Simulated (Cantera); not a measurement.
What does this Cantera script print?

```python
import numpy as np
import cantera as ct

gas_names = """
    B BH BH2 BH3 BN B2 H H2 N NH NH2 NH3 N2 N2H2 N2H4
""".split()
cond_names = """
    B(b) B(L) BN(s)
""".split()


# ... load() reads the species with a 1 bar reference pressure and builds the phases ...
atoms = {
    'BN': {'B': 1, 'N': 1},
    'H2': {'H': 2},
}
top_T = {'BN(s)': 3200}  # K; cautious upper limits of use, not melting points


# ... equilibrate(T, P, feed) seeds the gas with the atoms and calls Mixture.equilibrate('TP', solver="vcs", rtol=1e-11, max_steps=5000) ...
results = []
feed = {'BN': 1, 'H2': 1.1}  # mol
T = 2650  # K
for P in [1, 16, 250, 4000, 63000, 1000000]:
    mix = equilibrate(T, P, feed)
    results.append((T, P, feed, dict(zip(mix.species_names, mix.species_moles))))

top = {s: max(r[3][s] / sum(r[3][g] for g in gas_names) for r in results) for s in gas_names}
cols = sorted((s for s in top if top[s] > 1e-05), key=lambda s: -top[s])[:5]
seen = [c for c in cond_names if any(r[3].get(c, 0) > 1e-12 for r in results)]
print("log10 of partial pressures in bar; condensed amounts in mol")
print(f"{'P/Pa':>10s}" + "".join(f"{s[:9]:>10s}" for s in cols + seen))
for T, P, feed, n in results:
    ng = sum(n[g] for g in gas_names)
    print(f"{P:10.4g}" + "".join(f"{np.log10(max(n[s] / ng * P / 1e5, 1e-99)):10.3f}" for s in cols)
          + "".join(f"{n.get(c, 0):10.4g}" for c in seen))
```

It prints:

```
log10 of partial pressures in bar; condensed amounts in mol
      P/Pa        H2         H        N2         B       BH2      B(L)     BN(s)
         1    -7.797    -5.227    -5.869    -5.568   -12.136         0         0
        16    -5.434    -4.046    -4.656    -4.355    -8.560         0         0
       250    -3.258    -2.958    -3.299    -3.474    -5.503    0.6575         0
      4000    -1.671    -2.164    -1.946    -3.474    -3.915    0.9785         0
   6.3e+04    -0.392    -1.525    -0.717    -3.474    -2.637    0.9927         0
     1e+06     0.977    -0.841    -0.501    -3.474    -1.268   0.06563    0.9278
```

Method: chemical equilibrium by Gibbs-energy minimisation in Cantera with the NASA 1993 tables (ideal gas, pure condensed phases). Mutual solubility and eutectic melting of coexisting phases are not modelled. The tables' values for BH2 are old estimates; treat these amounts as uncertain. Gases not in the tables: B2H6 and higher boranes.
